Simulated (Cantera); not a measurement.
Carbothermic reduction: MgO + CO + H₂

Feed: 1 mol MgO, 2.1 mol CO, 0.13 mol H₂, equilibrated at 26.0 mbar.

Equilibrium computed with Cantera from the NASA thermochemical tables; the gas is ideal and each condensed phase is pure. Candidate condensed phases: C, C₆H₆, C₇H₈, C₈H₁₈, H₂O, Mg, MgCO₃, MgO, Mg(OH)₂; 116 gas species. The tables' values for MgH are old estimates; treat these amounts as uncertain. Kinetics and transport are ignored.

From 1850 K to 2400 K the condensed part is MgO(s). The main Mg-bearing gas is Mg throughout. The share of Mg in condensed phases is highest at 1850 K (99.1 %) and lowest at 2400 K (74.0 %).

```csv
T (K),x CO,x Mg,x CO₂,x H₂,x H₂O,x H,x OH,n MgO(s)
1850,0.934,0.00407,0.00327,0.0568,0.000799,0.000796,8.27e-7,0.991
1900,0.931,0.00599,0.00478,0.0561,0.00121,0.00117,2.07e-6,0.987
1950,0.926,0.00864,0.00684,0.0551,0.00179,0.00167,4.93e-6,0.981
2000,0.919,0.0122,0.00962,0.0538,0.00258,0.00234,1.12e-5,0.972
2050,0.911,0.0169,0.0133,0.0520,0.00361,0.00321,2.43e-5,0.962
2100,0.900,0.0230,0.0180,0.0497,0.00492,0.00431,5.08e-5,0.947
2150,0.886,0.0307,0.0241,0.0469,0.00652,0.00566,0.000102,0.929
2200,0.868,0.0404,0.0318,0.0435,0.00840,0.00729,0.000196,0.905
2250,0.847,0.0521,0.0412,0.0396,0.0105,0.00916,0.000365,0.876
2300,0.821,0.0663,0.0528,0.0352,0.0127,0.0113,0.000654,0.840
2350,0.789,0.0829,0.0665,0.0306,0.0148,0.0135,0.00113,0.795
2400,0.753,0.102,0.0826,0.0258,0.0167,0.0158,0.00189,0.740
```
x: gas mole fraction; n: condensed amount in mol.
